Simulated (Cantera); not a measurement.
Input: 1 mol PbO, 96 mol H₂, 4.3 mol H₂O, at 898 K and 0.780 bar.

Cantera equilibrium calculation (NASA polynomials, part measured and part estimated; ideal gas, pure solids and liquids). Candidate condensed phases: H₂O, Pb, PbO, PbO₂, Pb₃O₄; 12 gas species. Kinetics and transport are ignored.

Base state: H₂ 0.947, H₂O 0.0528 (mole fractions); condensed: Pb(l).

What changes in the equilibrium state with this change: temperature from 898 K to 2173 K?


```json
[
 {"species": "H₂", "before": "0.947", "after": "0.933"},
 {"species": "H₂O", "before": "0.0528", "after": "0.0521"},
 {"species": "Pb", "before": "1.66e-6", "after": "0.00984"},
 {"species": "H", "before": "<1e-9", "after": "0.00528"},
 {"species": "OH", "before": "<1e-9", "after": "3.95e-5"},
 {"species": "Pb(l), mol", "before": "1.000", "after": "0"}
]
```
